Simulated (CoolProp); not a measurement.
Model: reference Helmholtz-energy equation of state, Lemmon 2003, in CoolProp. It is a pseudo-pure fit of the blend.

Q: For R407C, give the phase and the density (kg/m³), cv (kJ/(kg K)), expansivity (1/kK) at 364.8 K and 4.22 MPa; 380.6 K and 4.22 MPa.

A: 
- 364.8 K and 4.22 MPa: gas; density 213, cv 1.04, expansivity 19.1
- 380.6 K and 4.22 MPa: gas; density 172, cv 0.989, expansivity 10.0
